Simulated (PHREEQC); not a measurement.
1 kg of water holding 0.056 mol Na2CO3, 0.01 mol Na2SO4, 0.048 mol NaCl, 0.0081 mol NaHCO3 and 0.013 mol KCl is evaporated at 25 °C; the solids stay in contact with the brine. CO2 from the air is kept out. Only these solids could form: Arcanite, Burkeite, Glaserite, Halite, Kalicinite, Mirabilite, Misenite, Nahcolite, Natron, Sylvite, Thenardite, Trona.

The series has 25 steps of water left (kg), from 1 to 0.004744.

Equilibrium calculation in PHREEQC: Pitzer model, pitzer.dat.

Task: Which solids form, in which order, and at which step of the series does each first stand?

Result: Trona from water left = 0.02925 kg (pH 10.23); Burkeite from water left = 0.01954 kg (pH 11.04); Halite from water left = 0.016 kg (pH 11.40); Natron from water left = 0.01035 kg (pH 11.88); Sylvite from water left = 0.004744 kg (pH 12.02).

Species that the database lacks are ignored.
